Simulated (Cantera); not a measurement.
A freely propagating, adiabatic, planar premixed flame of 7.60 % CH4, 1.06 % CO, 19.2 % O2, 72.2 % N2, equivalence ratio 0.82, unburnt at 548 K and 320000 Pa; mixture-averaged transport, grid criteria slope 0.08 and curve 0.16, no radiation.

Model: GRI-Mech 3.0 (53 species, 325 reactions), integrated in Cantera. Burning velocities carry a grid error of a few per cent, more on coarse grids.

x: mole fraction of selected species; z is measured from the peak of heat release.

| z (mm) | T (K) | u (m/s) | x CH4 | x CO | x O2 | x C2H2 | x HCN | x NO |
|---|---|---|---|---|---|---|---|---|
| -0.479 | 549 | 0.613 | 0.0760 | 0.0106 | 0.191 | <1e-8 | <1e-8 | <1e-8 |
| -0.319 | 552 | 0.618 | 0.0756 | 0.0107 | 0.191 | [?] | <1e-8 | <1e-8 |
| -0.239 | 565 | 0.633 | 0.0747 | 0.0109 | 0.190 | 1.62e-7 | <1e-8 | 1.81e-8 |
| -0.160 | [?] | 0.714 | 0.0703 | [?] | 0.185 | [?] | [?] | [?] |
| -0.0798 | 998 | 1.13 | 0.0489 | 0.0202 | 0.154 | 1.11e-5 | 2.06e-7 | 1.57e-6 |
| -0.0399 | 1374 | 1.57 | 0.0265 | 0.0301 | 0.117 | 2.79e-5 | 4.88e-7 | 3.87e-6 |
| 0 | 1745 | 1.99 | 0.00561 | 0.0377 | 0.0755 | 4.32e-5 | 9.19e-7 | 7.47e-6 |
| 0.0399 | 1908 | 2.17 | 0.000273 | 0.0302 | 0.0531 | 4.18e-6 | 6.30e-7 | 1.19e-5 |
| 0.0798 | 1978 | 2.24 | 6.89e-6 | 0.0209 | 0.0459 | 6.98e-8 | 1.84e-7 | 1.53e-5 |
| 0.160 | 2060 | 2.32 | <1e-8 | 0.0124 | 0.0410 | <1e-8 | 1.44e-8 | 2.05e-5 |
| 0.319 | 2136 | 2.39 | <1e-8 | 0.00713 | 0.0378 | <1e-8 | <1e-8 | 2.79e-5 |
| 0.638 | 2187 | 2.44 | <1e-8 | 0.00383 | 0.0359 | <1e-8 | <1e-8 | 3.74e-5 |
| 1.28 | 2210 | 2.46 | <1e-8 | 0.00215 | 0.0351 | <1e-8 | <1e-8 | 4.94e-5 |

### Question
Fill in the missing entries.

### Answer

- -0.319, x C2H2: 3.20e-8
- -0.160, T (K): 635
- -0.160, x CO: 0.0121
- -0.160, x C2H2: 1.24e-6
- -0.160, x HCN: 2.31e-8
- -0.160, x NO: 1.33e-7
